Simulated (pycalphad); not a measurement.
Source of the numbers: pycalphad with the COST 507 light-alloy database (1999); pressure 1 atm. The database dates from 1999; later assessments differ in places, in temperatures and in the compounds included. Kinetics are ignored, which matters at the lower temperatures.

Molar enthalpy of Al-24.5Mn-0.9654Si (wt.%) in equilibrium (SER reference):

```csv
T (°C),H (kJ/mol),phases
1577,52.25,LIQUID
1502,49.70,LIQUID
1427,47.16,LIQUID
1352,44.61,LIQUID
1277,42.07,LIQUID
1202,39.52,LIQUID
1127,37.00,LIQUID
1052,34.49,LIQUID
977,31.99,LIQUID
952,31.16,LIQUID
927,30.34,LIQUID
902,24.88,LIQUID + AL4MN + ALMNSI_BETA
827,16.15,LIQUID + AL4MN + ALMNSI_BETA
752,12.03,LIQUID + AL4MN + ALMNSI_BETA
677,4.47,AL6MN + ALMNSI_BETA + LIQUID
652,0.76,AL6MN + ALMNSI_ALPHA + FCC_A1
627,-0.10,AL6MN + ALMNSI_ALPHA + FCC_A1
602,-0.95,AL6MN + ALMNSI_ALPHA + FCC_A1
527,-3.44,AL6MN + ALMNSI_ALPHA + AL12MN
452,-5.81,AL6MN + ALMNSI_ALPHA + AL12MN
377,-8.10,AL6MN + ALMNSI_ALPHA + AL12MN
302,-10.31,AL6MN + ALMNSI_ALPHA + AL12MN
227,-12.42,AL6MN + ALMNSI_ALPHA + AL12MN
```

Cooling from 927 °C to 652 °C, across the freezing range, releases 29.6 kJ/mol, or 959 J/g. The slope is 33 J/(mol K) in the liquid and 34 J/(mol K) just below the solidus, where it includes any heat of precipitation. Liquidus 921 °C, solidus 654 °C. Changes were sought between steps of 25 K, so a narrower field can be missed.

Database names, with the compositions (at.%) that they take in these runs: AL4MN: Al 80 Mn 20; ALMNSI_BETA: Al 72 Mn 23 Si 4; AL6MN: Al 86 Mn 14; ALMNSI_ALPHA: Al 75-78 Mn 17 Si 4-8; AL12MN: Al 92 Mn 8. FCC_A1 is fcc.
